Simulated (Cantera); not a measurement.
Charge: 1 mol B2O3, 21 mol NH3, 130 mol H2, at 1200 K and 1.10 mbar.

Method: chemical equilibrium by Gibbs-energy minimisation in Cantera with the NASA 1993 tables (ideal gas, pure condensed phases). Candidate condensed phases: B, BN, B2O3, B3O3H3, H2O; 39 gas species. Mutual solubility and eutectic melting of coexisting phases are not modelled. The numbers say what is thermodynamically allowed, not how fast it happens.

Base state: H2 0.938, N2 0.0609, HBO2 0.000462, H2O 0.000340, HBO 6.75e-5 (mole fractions); condensed: BN(s) + B2O3(l).

Q: What changes in the equilibrium state with this change: B2O3 replaced by BF3?

A: 
```csv
species,before,after
H2,0.938,0.930
N2,0.0609,0.0597
HF,0,0.00619
BF3,0,0.00369
HBO2,0.000462,0
H2O,0.000340,0
HBO,6.75e-5,0
BHF2,0,3.65e-5
"BN(s), mol",0.0616,0.355
"B2O3(l), mol",0.922,0
```
